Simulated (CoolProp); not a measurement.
n-perfluorohexane along the isotherm 259 K: density (kg/m³) from the reference equation and from simpler models built on Tc = 448.0 K, pc = 1.742 MPa, ω = 0.497; each cubic takes its own stable root.

Values from CoolProp's reference Helmholtz-energy equation of state, Gao 2022.

```csv
p (MPa),phase,reference
0.0622,liquid,1787
0.124,liquid,1787
0.187,liquid,1787
0.249,liquid,1787
0.311,liquid,1787
0.373,liquid,1788
0.435,liquid,1788
0.498,liquid,1788
0.56,liquid,1788
0.622,liquid,1788
0.684,liquid,1789
0.746,liquid,1789
0.809,liquid,1789
0.871,liquid,1789
```

How far does each simpler model (Redlich-Kwong, Peng-Robinson) lie from the reference over these 14 states: mean and median of the absolute difference, and the worst?


- Redlich-Kwong: mean 18.2 %, median 18.2 %, worst -18.4 % at 259 K and 0.0622 MPa
- Peng-Robinson: mean 2.6 %, median 2.6 %, worst -2.6 % at 259 K and 0.0622 MPa
